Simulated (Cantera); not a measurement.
Input (Python, Cantera) and output of one run.

```python
import numpy as np
import cantera as ct

gas_names = """
    C CH CH2 CH3 CH4 C2 C2H C2H2,acetylene C2H2,vinylidene C2H3,vinyl C2H4 C2H5 C2H6 C3 C3H3,propargyl
    C3H4,allene C3H4,propyne C3H4,cyclo- C3H5,allyl C3H6,propylene C3H6,cyclo- C3H7,n-propyl
    C3H7,i-propyl C3H8 C4 C4H2 C4H4,1,3-cyclo- C4H6,butadiene C4H6,2-butyne C4H6,cyclo- C4H8,1-butene
    C4H8,cis2-buten C4H8,tr2-butene C4H8,isobutene C4H8,cyclo- C4H9,n-butyl C4H9,i-butyl C4H9,s-butyl
    C4H9,t-butyl C4H10,isobutane C4H10,n-butane C5 C5H6,1,3cyclo- C5H8,cyclo- C5H10,1-pentene
    C5H10,cyclo- C5H11,pentyl C5H11,t-pentyl C5H12,n-pentane C5H12,i-pentane CH3C(CH3)2CH3 C6H2
    C6H5,phenyl C6H6 C6H10,cyclo- C6H12,1-hexene C6H12,cyclo- C6H13,n-hexyl C7H7,benzyl C7H8
    C7H14,1-heptene C7H15,n-heptyl C7H16,n-heptane C8H8,styrene C8H10,ethylbenz C8H16,1-octene
    C8H17,n-octyl C8H18,isooctane C8H18,n-octane C9H19,n-nonyl C10H8,naphthale C10H21,n-decyl
    C12H9,o-bipheny C12H10,bipheny H H2
""".split()
cond_names = """
    C(gr) C6H6(L) C7H8(L) C8H18(L),n-octa
""".split()


def load(file, names, dense=False):
    # The tables refer to 1 bar. Condensed volumes are neglected.
    table = {s.name: s for s in ct.Species.list_from_file(file)}
    out = []
    for n in names:
        d = dict(table[n].input_data)
        d["thermo"] = dict(d["thermo"], **{"reference-pressure": 1e5})
        if dense:
            d["equation-of-state"] = {"model": "constant-volume", "density": "1e6 g/cm^3"}
        out.append(ct.Species.from_dict(d))
    return out


gas = ct.Solution(thermo="ideal-gas", species=load("nasa_gas.yaml", gas_names))
cond = {s.name: ct.Solution(thermo="fixed-stoichiometry", species=[s], name=s.name)
        for s in load("nasa_condensed.yaml", cond_names, dense=True)}
atoms = {
    'CH4': {'C': 1, 'H': 4},
    'H2': {'H': 2},
}
top_T = {'C(gr)': 4500}  # K; cautious upper limits of use, not melting points


def equilibrate(T, P, feed):
    n = {}
    for name, mol in feed.items():
        for a, k in atoms[name].items():
            n[a] = n.get(a, 0.0) + k * mol
    gas.TPX = T, P, n
    mass = sum(n.values()) * gas.mean_molecular_weight
    gas.equilibrate("TP")
    valid = [c for c in cond.values() if c.min_temp <= T <= top_T.get(c.name, c.max_temp)]
    mix = ct.Mixture([(gas, mass / gas.mean_molecular_weight)] + [(c, 0.0) for c in valid])
    mix.T, mix.P = T, P
    mix.equilibrate("TP", solver="vcs", rtol=1e-11, max_steps=5000)
    return mix


results = []
feed = {'CH4': 1, 'H2': 1.7}  # mol
P = 1000  # Pa
for T in [500, 525, 550, 575, 600, 625, 650, 675, 700, 725, 750, 775]:
    mix = equilibrate(T, P, feed)
    results.append((T, P, feed, dict(zip(mix.species_names, mix.species_moles))))

top = {s: max(r[3][s] / sum(r[3][g] for g in gas_names) for r in results) for s in gas_names}
cols = sorted((s for s in top if top[s] > 0.001), key=lambda s: -top[s])[:5]
seen = [c for c in cond_names if any(r[3].get(c, 0) > 1e-12 for r in results)]
print("log10 of partial pressures in bar; condensed amounts in mol")
print(f"{'T/K':>10s}" + "".join(f"{s[:9]:>10s}" for s in cols + seen))
for T, P, feed, n in results:
    ng = sum(n[g] for g in gas_names)
    print(f"{T:10.4g}" + "".join(f"{np.log10(max(n[s] / ng * P / 1e5, 1e-99)):10.3f}" for s in cols)
          + "".join(f"{n.get(c, 0):10.4g}" for c in seen))
```

Result:

```
log10 of partial pressures in bar; condensed amounts in mol
       T/K        H2       CH4     C(gr)
       500    -2.201    -2.431         0
       525    -2.201    -2.431         0
       550    -2.201    -2.431         0
       575    -2.201    -2.431         0
       600    -2.201    -2.431         0
       625    -2.132    -2.580    0.2298
       650    -2.084    -2.753    0.4451
       675    -2.053    -2.941      0.62
       700    -2.033    -3.136     0.748
       725    -2.021    -3.331    0.8351
       750    -2.013    -3.522    0.8921
       775    -2.009    -3.706    0.9287
```

Cantera equilibrium calculation (NASA polynomials, part measured and part estimated; ideal gas, pure solids and liquids).
